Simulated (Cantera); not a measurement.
**Thermodynamics of carbon deposition, reforming and gasification, feed C2H4 + NH3 + N2**

Charge: 1 mol C2H4, 1.1 mol NH3, 0.77 mol N2, held at 240 Pa.

These are equilibrium values from Cantera (NASA tables, ideal gas, pure condensed phases), not measurements of a reactor. Candidate condensed phases: C, C6H6, C7H8, C8H18; 92 gas species. Equilibrium is a limit: real reactors are often held back by kinetics, nucleation or transport.

From 1723 K to 2723 K the condensed part is C(graphite). At 2923 K nothing is condensed. The main C-bearing gas is HCN at 1723 K and C3 at 2923 K. The share of C in condensed phases is highest at 1723 K (99.5 %) and lowest at 2923 K (0.0 %).

| T (K) | x H2 | x H | x N2 | x C3 | x HCN | x CN | n C(graphite) |
|---|---|---|---|---|---|---|---|
| 1723 | 0.731 | 0.00318 | 0.264 | 4.07e-12 | 0.00182 | 8.84e-8 | 1.99 |
| 1923 | 0.718 | 0.0163 | 0.261 | 1.60e-9 | 0.00465 | 2.07e-6 | 1.97 |
| 2123 | 0.676 | 0.0602 | 0.252 | 2.00e-7 | 0.00961 | 2.62e-5 | 1.94 |
| 2323 | 0.576 | 0.169 | 0.234 | 1.06e-5 | 0.0161 | 0.000209 | 1.87 |
| 2523 | 0.404 | 0.361 | 0.205 | 0.000295 | 0.0216 | 0.00115 | 1.78 |
| 2723 | 0.208 | 0.577 | 0.171 | 0.00496 | 0.0223 | 0.00476 | 1.56 |
| 2923 | 0.0721 | 0.679 | 0.137 | 0.0524 | 0.0170 | 0.0153 | 0 |
x: gas mole fraction; n: condensed amount in mol.
